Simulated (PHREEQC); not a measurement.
Dissolve 0.4 mol/kgw NH3 at 35 °C. Closed to the air; pH follows from the charge balance.

Model: ion-association model, phreeqc.dat, run in PHREEQC.

The pH is 11.12, the ionic strength is 0.00287 mol/kgw and the activity of water comes out as 0.993. The specific conductance is 929 µS/cm and the total alkalinity comes out as 400 meq/kg.

```
species  molality  activity   log γ
-------  --------  --------  ------
NH3         0.397     0.397   0.000
OH-       0.00287   0.00271  -0.026
NH4+      0.00287   0.00270  -0.027
```

Precipitation was switched off in this run.
